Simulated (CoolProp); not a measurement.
Vapour-liquid equilibrium of ammonia (1) + benzene (2) at 71.65 °C; x and y are mole fractions of (1).

Computed with CoolProp (multi-fluid Helmholtz-energy mixture model, Gao 2020 and Thol 2012; pair parameters Bell 2016).

```tsv
x	bubble pressure, mixture model (MPa)	bubble pressure, Raoult's law (MPa)	y, mixture model	y, Raoult's law
0.05	0.3832	0.2457	0.793	0.700
0.15	0.9568	0.5819	0.914	0.887
0.25	1.432	0.9182	0.942	0.937
0.35	1.792	1.254	0.953	0.960
0.45	2.056	1.591	0.960	0.973
0.55	2.259	1.927	0.964	0.982
0.65	2.446	2.263	0.969	0.988
0.75	2.652	2.599	0.974	0.993
0.85	2.910	2.936	0.982	0.996
0.95	3.243	3.272	0.993	0.999
```

The largest gap from Raoult's law is +64.4 % in bubble pressure, at x = 0.15. No azeotrope shows between x = 0.05 and 0.95.

The pair parameters rest on a limited set of measurements; away from them the model extrapolates. The gap from Raoult's law changes sign with composition, which may be real or a fault of the pair parameters; it wasn't checked against measurements. With so large a gap from Raoult's law the liquid may split in two, which this calculation doesn't test in full.
